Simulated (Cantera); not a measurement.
MgF2 + HF + N2 (halide evaporation, hydrolysis and transport)

Feed: 1 mol MgF2, 0.3 mol HF, 50 mol N2.

Cantera equilibrium calculation (NASA polynomials, part measured and part estimated; ideal gas, pure solids and liquids). Candidate condensed phases: Mg, MgF2; 28 gas species. The numbers say what is thermodynamically allowed, not how fast it happens.

Problem. Map the stable condensed phases over T = 627, 702, 777, 852, 927, 1002, 1077, 1152, 1227, 1302, 1377, 1452 °C and P in Pa = 0.10, 1, 10, 100, 1000, 10000, 100000.

Solution. 
```
T in °C \ P in Pa
           0.10      1     10    100   1000  10000 100000
   1452       A      A      A      A      A      B      B
   1377       A      A      A      A      A      B      B
   1302       A      A      A      A      A      B      B
   1227       A      A      A      A      B      B      B
   1152       A      A      A      B      B      B      B
   1077       A      A      A      B      B      B      B
   1002       A      A      B      B      B      B      B
    927       A      B      B      B      B      B      B
    852       B      B      B      B      B      B      B
    777       B      B      B      B      B      B      B
    702       B      B      B      B      B      B      B
    627       B      B      B      B      B      B      B
```
A: gas only; B: MgF2.
